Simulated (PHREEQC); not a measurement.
Consider water at 25 °C with 0.0018 mol HF, 0.0017 mol NH4HF2 and 0.025 mol (NH4)2SiF6 per kg of water. Closed to the air; pH follows from the charge balance.

The numbers come from PHREEQC with the ion-association model, phreeqc.dat.

Each row changes one thing in this solution. Precipitation was switched off in this run.

| case | pH | ionic strength (mol/kgw) | F- (mol/kgw) | HF (mol/kgw) | H4SiO4 (mol/kgw) | HF2- (mol/kgw) | SI of Quartz (SiO2) |
|---|---|---|---|---|---|---|---|
| as made | 3.07 | 0.0776 | 0.00288 | 0.00283 | 9.53e-5 | 3.12e-5 | -0.03 |
| temperature from 25 to 65 °C | 3.21 | 0.0765 | 0.00420 | 0.00636 | 0.000932 | 0.000117 | +0.44 |
| NH4HF2 left out | 3.00 | 0.0758 | 0.00202 | 0.00231 | 0.000429 | 1.79e-5 | +0.62 |
| 0.00038 mol/kgw H2SO4 added | 2.95 | 0.0782 | 0.00245 | 0.00319 | 8.20e-5 | 2.99e-5 | -0.10 |
| temperature from 25 to 90 °C | 3.36 | 0.0752 | 0.00609 | 0.0109 | 0.00206 | 0.000275 | +0.52 |
| diluted 10-fold with water | 3.21 | 0.00790 | 0.00172 | 0.00145 | 0.000444 | 9.53e-6 | +0.63 |
| HF left out | 3.21 | 0.0771 | 0.00299 | 0.00210 | 0.000289 | 2.40e-5 | +0.45 |
| temperature from 25 to 55 °C | 3.16 | 0.0769 | 0.00370 | 0.00510 | 0.000629 | 8.26e-5 | +0.39 |
| diluted 2-fold with water | 3.13 | 0.0389 | 0.00228 | 0.00207 | 0.000297 | 1.81e-5 | +0.46 |

Some of these states are supersaturated (in Quartz (slow to form), Chalcedony (slow to form), for instance). At this temperature some constants are extrapolated from 25 °C, and those without enthalpy data are left unchanged. SiF6-2 is the database's only silicon fluoride.
